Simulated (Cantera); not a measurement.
Charge: 1 mol Si2Cl6, 0.043 mol HCl, 9.5 mol H2, equilibrated at 1025 °C and 0.00110 bar.

Equilibrium computed with Cantera from the NASA thermochemical tables; the gas is ideal and each condensed phase is pure. The feed counts by its element totals alone. The tables' values for SiCl3 are old estimates; treat these amounts as uncertain. The numbers say what is thermodynamically allowed, not how fast it happens.

```tsv
species	before	after
H2	0.677	0.672
HCl	0.180	0.177
SiCl2	0.127	0.147
SiCl3	0.0104	0.00310
SiCl	1.42e-6	3.40e-5
SiCl4	0.00506	0.000222
H	2.66e-5	0.000320
Cl	5.95e-6	6.85e-5
SiHCl3	0.000861	7.96e-5
SiH2Cl2	2.06e-5	4.48e-6
Si(s), mol	0.225	0.111
```
Gas species are given as mole fractions.

### Question
Name the change that produced these shifts.
(A) temperature from 1025 °C to 600 °C
(B) Si2Cl6 replaced by SiH4
(C) temperature from 1025 °C to 1202 °C
(D) temperature from 1025 °C to 850 °C

### Answer
C, temperature from 1025 °C to 1202 °C. The tables' values for SiCl3, SiCl are old estimates; treat these amounts as uncertain
